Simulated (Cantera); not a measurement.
An isothermal, constant-pressure homogeneous reactor starts with 9.71 % NO, 90.3 % N2, at 2050 K and 0.133 bar.

Detailed kinetics in Cantera: GRI-Mech 3.0 (53 species, 325 reactions).

### Question
Predict: x(NO) at 9.00 s; x(O2) at 9.00 s; x(N2) at 9.00 s; x(O) at 9.00 s; x(N2O) at 9.00 s; x(NO2) at 9.00 s.

### Answer
```
Item                                                 Result
----------------  -----------------------------------------
x(NO) at 9.00 s      0.0160 (gas-phase equilibrium 0.00452)
x(O2) at 9.00 s       0.0403 (gas-phase equilibrium 0.0460)
x(N2) at 9.00 s         0.943 (gas-phase equilibrium 0.949)
x(O) at 9.00 s    0.000540 (gas-phase equilibrium 0.000575)
x(N2O) at 9.00 s    1.92e-7 (gas-phase equilibrium 1.01e-7)
x(NO2) at 9.00 s    4.06e-6 (gas-phase equilibrium 1.22e-6)
```
